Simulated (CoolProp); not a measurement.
Vapour-liquid equilibrium of 1-butene (1) + n-butane (2) at 329 kPa; x and y are mole fractions of (1).

Values from CoolProp's multi-fluid Helmholtz-energy mixture model, Lemmon 2005 and Bücker 2006; pair parameters Bell 2016.

| x | bubble temperature (K) | y at the bubble point | dew temperature at overall composition x (K) | liquid density (mol/L) |
|---|---|---|---|---|
| 0.05 | 307.8 | 0.060 | 307.9 | 9.687 |
| 0.125 | 307.2 | 0.147 | 307.4 | 9.742 |
| 0.2 | 306.7 | 0.232 | 306.9 | 9.797 |
| 0.275 | 306.1 | 0.315 | 306.4 | 9.852 |
| 0.35 | 305.5 | 0.395 | 305.8 | 9.907 |
| 0.425 | 304.9 | 0.472 | 305.3 | 9.963 |
| 0.5 | 304.4 | 0.546 | 304.7 | 10.02 |
| 0.575 | 303.9 | 0.618 | 304.2 | 10.08 |
| 0.65 | 303.4 | 0.688 | 303.7 | 10.13 |
| 0.725 | 303.0 | 0.757 | 303.2 | 10.19 |
| 0.8 | 302.5 | 0.824 | 302.7 | 10.25 |
| 0.875 | 302.1 | 0.890 | 302.2 | 10.31 |
| 0.95 | 301.8 | 0.956 | 301.8 | 10.37 |

No azeotrope shows between x = 0.05 and 0.95.

The pair parameters rest on a limited set of measurements; away from them the model extrapolates.
